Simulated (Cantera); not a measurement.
A closed system holds: 1 mol Al, 0.18 mol O₂, 72 mol H₂, 0.51 mol NH₃, equilibrated at 1575 K.

These are equilibrium values from Cantera (NASA tables, ideal gas, pure condensed phases), not measurements of a reactor. Candidate condensed phases: Al, AlN, Al₂O₃, H₂O; 35 gas species. Mutual solubility and eutectic melting of coexisting phases are not modelled. Rates play no part.

x: gas mole fraction; n: condensed amount in mol.

```tsv
P (Pa)	x H₂	x Al	x H	x N₂	x Al₂O	x AlH	x AlOH	n Al₂O₃(s)	n AlN(s)	n Al(l)
10	0.983	0.00775	0.00412	0.00345	0.00185	7.01e-5	2.85e-6	0.0743	0	0
41	0.993	0.00334	0.00205	0.000640	0.000966	6.16e-5	1.71e-6	0.0964	0.416	0
160	0.996	0.00222	0.00104	2.45e-5	0.000880	8.08e-5	1.19e-6	0.0986	0.506	0
670	0.996	…	…	…	…	…	8.79e-7	0.0933	0.510	0
2700	0.997	…	…	…	…	…	6.48e-7	0.0883	0.510	0
11000	0.999	0.000389	0.000125	2.46e-9	0.000353	0.000118	3.29e-7	0.111	0.510	0.179
45000	1.000	9.50e-5	6.19e-5	6.00e-10	8.64e-5	5.82e-5	1.63e-7	0.118	0.510	0.230
180000	1.000	2.38e-5	3.10e-5	1.50e-10	2.16e-5	2.91e-5	8.15e-8	0.119	0.510	0.244
740000	1.000	5.78e-6	1.53e-5	3.65e-11	5.25e-6	1.44e-5	4.02e-8	0.120	0.510	0.248
3000000	1.000	1.43e-6	7.59e-6	9.00e-12	1.30e-6	7.13e-6	2.00e-8	0.120	0.510	0.249
```

### Question
Fill in the missing entries.

### Answer

- 670, x Al: 0.00183
- 670, x H: 0.000507
- 670, x N₂: 4.91e-7
- 670, x Al₂O: 0.00110
- 670, x AlH: 0.000136
- 2700, x Al: 0.00147
- 2700, x H: 0.000252
- 2700, x N₂: 1.16e-8
- 2700, x Al₂O: 0.00130
- 2700, x AlH: 0.000220
